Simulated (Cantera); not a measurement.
Cantera run, input and output.

```python
import numpy as np
import cantera as ct

gas = ct.Solution("gri30.yaml")


def delay(T, t_max=10):
    gas.TPX = T, 101325, {'H2': 1, 'O2': 0.333, 'N2': 0.967, 'NO': 0.0025}
    reactor = ct.IdealGasConstPressureReactor(gas, clone=False)
    net = ct.ReactorNet([reactor])
    net.rtol, net.atol = 1e-8, 1e-16
    while net.time < t_max:
        t_old, T_old = net.time, reactor.T
        net.step()
        if reactor.T > T + 400:  # ignition: a rise of 400 K
            return t_old + (T + 400 - T_old) / (reactor.T - T_old) * (net.time - t_old)
    return np.nan


taus = []
for T in [1098, 1173, 1248, 1323, 1398, 1473, 1548, 1623, 1698, 1773]:
    taus.append(delay(T))
    print(f"T0 = {T:6g} K   tau = {taus[-1]:.4e} s")
```

Output:

```
T0 =   1098 K   tau = 8.1542e-05 s
T0 =   1173 K   tau = 4.9200e-05 s
T0 =   1248 K   tau = 3.3207e-05 s
T0 =   1323 K   tau = 2.4241e-05 s
T0 =   1398 K   tau = 1.8883e-05 s
T0 =   1473 K   tau = 1.5593e-05 s
T0 =   1548 K   tau = 1.3575e-05 s
T0 =   1623 K   tau = 1.2388e-05 s
T0 =   1698 K   tau = 1.1784e-05 s
T0 =   1773 K   tau = 1.1611e-05 s
```

Model: GRI-Mech 3.0 (53 species, 325 reactions), integrated in Cantera. The mechanism lacks 2 NO + O2 → 2 NO2 and HONO, so NO2 and the effect of NO are under-described below about 1400 K. Where the delays flatten at high temperature, the 400 K rule measures the pace of heat release, not the induction time.
